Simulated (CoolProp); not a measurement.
R142b at several states: density (kg/m³) from the reference equation and from simpler models built on Tc = 137.1 °C, pc = 4055 kPa, ω = 0.232; each cubic takes its own stable root.

Values from CoolProp's reference Helmholtz-energy equation of state, Lemmon 2006. It is a short technical equation, of lower accuracy than the large ones.

| T (°C) | p (kPa) | phase | reference |
|---|---|---|---|
| -15.65 | 24.8 | gas | 1.176 |
| 119.25 | 788 | gas | 26.45 |
| -46.45 | 701 | liquid | 1275 |
| 19.45 | 4180 | liquid | 1137 |

Problem. How far does each simpler model (Soave-Redlich-Kwong, Peng-Robinson) lie from the reference over these 4 states: mean and median of the absolute difference, and the worst?

Solution. 
- Soave-Redlich-Kwong: mean 4.9 %, median 4.8 %, worst -9.8 % at -46.45 °C and 701 kPa
- Peng-Robinson: mean 1.2 %, median 1.2 %, worst +2.3 % at 19.45 °C and 4180 kPa
